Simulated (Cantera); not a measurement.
What does this Cantera script print?

```python
import numpy as np
import cantera as ct

gas = ct.Solution("gri30.yaml")
gas.TPX = 648, 100000, {'CH4': 1, 'O2': 1.82, 'N2': 6.84, 'H2O': 0.55}
flame = ct.FreeFlame(gas, width=0.04)
flame.set_refine_criteria(ratio=3, slope=0.08, curve=0.16)
flame.transport_model = "mixture-averaged"
flame.solve(loglevel=0, auto=True)
flame.transport_model = "multicomponent"
flame.soret_enabled = False
flame.solve(loglevel=0, refine_grid=True)
z, T = flame.grid, flame.T
thick = (T[-1] - T[0]) / np.gradient(T, z).max()
show = ['CH4', 'O2', 'H2O', 'CO', 'CH3', 'N2O']
print(f"laminar burning velocity  {flame.velocity[0] * 100:.3f} cm/s")
print(f"burnt temperature         {T[-1]:.1f} K")
print(f"thermal thickness         {thick * 1e3:.4f} mm")
print(f"grid points               {len(z)}")
z0 = z[flame.heat_release_rate.argmax()]
print(f"{'z/mm':>9s}{'T/K':>9s}{'u/(m/s)':>9s}" + "".join(f"{s:>11s}" for s in show))
rows = []
for k in (-3, -2, -1.5, -1, -0.5, -0.25, 0, 0.25, 0.5, 1, 2, 4, 8):
    zz = z0 + k * thick
    rows.append([k * thick, np.interp(zz, z, T), np.interp(zz, z, flame.velocity),
                 *(np.interp(zz, z, flame.X[gas.species_index(s)]) for s in show)])
    print(f"{rows[-1][0] * 1e3:9.3f}{rows[-1][1]:9.1f}{rows[-1][2]:9.3f}" + "".join(f"{x:11.3e}" for x in rows[-1][3:]))
```

Result:

```
laminar burning velocity  129.668 cm/s
burnt temperature         2331.3 K
thermal thickness         0.3650 mm
grid points               158
     z/mm      T/K  u/(m/s)        CH4         O2        H2O         CO        CH3        N2O
   -1.095    648.2    1.299  9.781e-02  1.780e-01  5.383e-02  3.079e-06  3.882e-08  2.580e-13
   -0.730    650.1    1.305  9.747e-02  1.775e-01  5.400e-02  3.599e-05  4.052e-07  4.214e-12
   -0.547    657.7    1.325  9.673e-02  1.765e-01  5.490e-02  1.906e-04  2.018e-06  3.000e-11
   -0.365    711.7    1.443  9.286e-02  1.719e-01  6.112e-02  1.520e-03  1.824e-05  3.724e-10
   -0.182   1070.8    2.207  6.777e-02  1.417e-01  9.912e-02  1.420e-02  5.298e-04  6.142e-09
   -0.091   1459.0    3.043  3.736e-02  1.017e-01  1.407e-01  3.279e-02  2.554e-03  1.817e-08
    0.000   1825.6    3.842  8.985e-03  5.430e-02  1.825e-01  5.240e-02  2.816e-03  3.863e-08
    0.091   1982.4    4.173  7.006e-04  2.630e-02  2.023e-01  5.338e-02  4.203e-04  5.848e-08
    0.182   2024.7    4.247  2.858e-05  1.655e-02  2.066e-01  4.551e-02  2.046e-05  6.920e-08
    0.365   2067.0    4.312  6.970e-08  1.188e-02  2.074e-01  3.695e-02  5.618e-08  7.059e-08
    0.730   2119.9    4.404  1.468e-11  9.547e-03  2.100e-01  3.300e-02  1.366e-11  6.860e-08
    1.460   2182.3    4.516  1.219e-15  7.317e-03  2.150e-01  3.113e-02  5.827e-15  6.806e-08
    2.920   2243.5    4.623  1.318e-15  5.035e-03  2.203e-01  2.914e-02  4.508e-15  6.733e-08
```

Computed with Cantera and GRI-Mech 3.0 (53 species, 325 reactions). Burning velocities carry a grid error of a few per cent, more on coarse grids.
